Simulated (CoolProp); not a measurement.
Saturated liquid density (kg/m³) of R13: the reference equation beside estimates from Tc = 303.0 K, pc = 39.73 bar, ω = 0.175. Rackett uses Z = 0.29056 − 0.08775 ω.

Computed with CoolProp (reference Helmholtz-energy equation of state, Platzer 1990). This equation is an older, rougher fit; its heat capacities, sound speeds and derivatives of the liquid may be far off and weren't checked against measurements.

```json
[
 {"T (K)": "145.5", "reference": "[?]", "Rackett": "1745", "van der Waals": "1092", "Soave-Redlich-Kwong": "1637", "Peng-Robinson": "1841"},
 {"T (K)": "152.9", "reference": "1662", "Rackett": "1720", "van der Waals": "1077", "Soave-Redlich-Kwong": "[?]", "Peng-Robinson": "1818"},
 {"T (K)": "160.3", "reference": "1635", "Rackett": "1694", "van der Waals": "1062", "Soave-Redlich-Kwong": "1593", "Peng-Robinson": "1794"},
 {"T (K)": "167.7", "reference": "1609", "Rackett": "1667", "van der Waals": "1047", "Soave-Redlich-Kwong": "1569", "Peng-Robinson": "1769"},
 {"T (K)": "175.1", "reference": "[?]", "Rackett": "[?]", "van der Waals": "1030", "Soave-Redlich-Kwong": "1544", "Peng-Robinson": "1742"},
 {"T (K)": "182.5", "reference": "1555", "Rackett": "1613", "van der Waals": "1014", "Soave-Redlich-Kwong": "1518", "Peng-Robinson": "1714"},
 {"T (K)": "189.9", "reference": "1527", "Rackett": "1584", "van der Waals": "996.5", "Soave-Redlich-Kwong": "1490", "Peng-Robinson": "1684"},
 {"T (K)": "197.3", "reference": "1499", "Rackett": "1555", "van der Waals": "978.5", "Soave-Redlich-Kwong": "[?]", "Peng-Robinson": "1652"},
 {"T (K)": "204.7", "reference": "1470", "Rackett": "[?]", "van der Waals": "959.8", "Soave-Redlich-Kwong": "1430", "Peng-Robinson": "1619"}
]
```

Problem. What belongs in the gaps?

Solution. 
- 145.5, reference: 1688
- 152.9, Soave-Redlich-Kwong: 1615
- 175.1, reference: 1582
- 175.1, Rackett: 1640
- 197.3, Soave-Redlich-Kwong: 1461
- 204.7, Rackett: 1525

Absolute difference from the reference over all 9 rows, mean and median: Rackett 3.6 and 3.7 %, van der Waals 34.9 and 34.9 %, Soave-Redlich-Kwong 2.6 and 2.5 %, Peng-Robinson 9.9 and 10.1 %.
